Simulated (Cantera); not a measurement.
A Cantera script and what it prints.

```python
import numpy as np
import cantera as ct

gas_names = """
    C CH CH2 CH3 CH2OH CH3O CH4 CH3OH CO CO2 COOH C2 C2H CHCO,ketyl C2H2,acetylene C2H2,vinylidene
    CH2CO,ketene C2H3,vinyl CH3CO,acetyl C2H4 C2H4O,ethylen CH3CHO,ethanal CH3COOH (HCOOH)2 C2H5 C2H6
    CH3OCH3 C2H5OH C2O C3 C3H3,propargyl C3H4,allene C3H4,propyne C3H4,cyclo- C3H5,allyl C3H6,propylene
    C3H6,cyclo- C3H6O C3H7,n-propyl C3H7,i-propyl C3H8 C3H8O,1propanol C3H8O,2propanol C3O2 C4 C4H2
    C4H4,1,3-cyclo- C4H6,butadiene C4H6,2-butyne C4H6,cyclo- C4H8,1-butene C4H8,cis2-buten
    C4H8,tr2-butene C4H8,isobutene C4H8,cyclo- (CH3COOH)2 C4H9,n-butyl C4H9,i-butyl C4H9,s-butyl
    C4H9,t-butyl C4H10,isobutane C4H10,n-butane C5 C5H6,1,3cyclo- C5H8,cyclo- C5H10,1-pentene
    C5H10,cyclo- C5H11,pentyl C5H11,t-pentyl C5H12,n-pentane C5H12,i-pentane CH3C(CH3)2CH3 C6H2
    C6H5,phenyl C6H5O,phenoxy C6H6 C6H5OH,phenol C6H10,cyclo- C6H12,1-hexene C6H12,cyclo- C6H13,n-hexyl
    C7H7,benzyl C7H8 C7H8O,cresol C7H14,1-heptene C7H15,n-heptyl C7H16,n-heptane C8H8,styrene
    C8H10,ethylbenz C8H16,1-octene C8H17,n-octyl C8H18,isooctane C8H18,n-octane C9H19,n-nonyl
    C10H8,naphthale C10H21,n-decyl C12H9,o-bipheny C12H10,bipheny Cu CuO Cu2 H HCO HO2 H2
    HCHO,formaldehy HCOOH H2O H2O2 O OH O2 O3
""".split()
cond_names = """
    C(gr) C6H6(L) C7H8(L) C8H18(L),n-octa Cu(cr) Cu(L) CuO(s) CuO2H2(s) Cu2O(s) Cu2O(L) H2O(s) H2O(L)
""".split()


def load(file, names, dense=False):
    # The tables refer to 1 bar. Condensed volumes are neglected.
    table = {s.name: s for s in ct.Species.list_from_file(file)}
    out = []
    for n in names:
        d = dict(table[n].input_data)
        d["thermo"] = dict(d["thermo"], **{"reference-pressure": 1e5})
        if dense:
            d["equation-of-state"] = {"model": "constant-volume", "density": "1e6 g/cm^3"}
        out.append(ct.Species.from_dict(d))
    return out


gas = ct.Solution(thermo="ideal-gas", species=load("nasa_gas.yaml", gas_names))
cond = {s.name: ct.Solution(thermo="fixed-stoichiometry", species=[s], name=s.name)
        for s in load("nasa_condensed.yaml", cond_names, dense=True)}
atoms = {
    'Cu': {'Cu': 1},
    'O2': {'O': 2},
    'H2': {'H': 2},
    'CO2': {'C': 1, 'O': 2},
}
top_T = {'C(gr)': 4500, 'CuO(s)': 1390}  # K; cautious upper limits of use, not melting points


def equilibrate(T, P, feed):
    n = {}
    for name, mol in feed.items():
        for a, k in atoms[name].items():
            n[a] = n.get(a, 0.0) + k * mol
    gas.TPX = T, P, n
    mass = sum(n.values()) * gas.mean_molecular_weight
    gas.equilibrate("TP")
    valid = [c for c in cond.values() if c.min_temp <= T <= top_T.get(c.name, c.max_temp)]
    mix = ct.Mixture([(gas, mass / gas.mean_molecular_weight)] + [(c, 0.0) for c in valid])
    mix.T, mix.P = T, P
    mix.equilibrate("TP", solver="vcs", rtol=1e-11, max_steps=5000)
    return mix


results = []
feed = {'Cu': 1, 'O2': 0.0033, 'H2': 63, 'CO2': 18}  # mol
P = 150  # Pa
for T in [898, 998, 1098, 1198, 1298, 1398, 1498, 1598, 1698, 1798]:
    mix = equilibrate(T, P, feed)
    results.append((T, P, feed, dict(zip(mix.species_names, mix.species_moles))))

top = {s: max(r[3][s] / sum(r[3][g] for g in gas_names) for r in results) for s in gas_names}
cols = sorted((s for s in top if top[s] > 0.0001), key=lambda s: -top[s])[:8]
seen = [c for c in cond_names if any(r[3].get(c, 0) > 1e-12 for r in results)]
print("log10 of partial pressures in bar; condensed amounts in mol")
print(f"{'T/K':>10s}" + "".join(f"{s[:9]:>10s}" for s in cols + seen))
for T, P, feed, n in results:
    ng = sum(n[g] for g in gas_names)
    print(f"{T:10.4g}" + "".join(f"{np.log10(max(n[s] / ng * P / 1e5, 1e-99)):10.3f}" for s in cols)
          + "".join(f"{n.get(c, 0):10.4g}" for c in seen))
```

Result:

```
log10 of partial pressures in bar; condensed amounts in mol
       T/K        H2        CO       H2O       CO2        Cu         H        OH    Cu(cr)     Cu(L)
       898    -3.023    -3.663    -3.662    -3.936   -12.788   -11.472   -15.148         1         0
       998    -3.034    -3.617    -3.616    -4.038   -10.842   -10.184   -13.429         1         0
      1098    -3.042    -3.586    -3.586    -4.132    -9.254    -9.128   -12.027         1         0
      1198    -3.049    -3.565    -3.564    -4.216    -7.935    -8.245   -10.863    0.9994         0
      1298    -3.053    -3.550    -3.550    -4.290    -6.822    -7.497    -9.881    0.9919         0
      1398    -3.057    -3.539    -3.539    -4.356    -5.887    -6.854    -9.040         0    0.9298
      1498    -3.062    -3.533    -3.533    -4.415    -5.100    -6.296    -8.314         0    0.5679
      1598    -3.068    -3.530    -3.530    -4.469    -4.738    -5.808    -7.680         0         0
      1698    -3.070    -3.526    -3.526    -4.513    -4.738    -5.375    -7.119         0         0
      1798    -3.074    -3.523    -3.523    -4.553    -4.739    -4.990    -6.621         0         0
```

Equilibrium computed with Cantera from the NASA thermochemical tables; the gas is ideal and each condensed phase is pure.
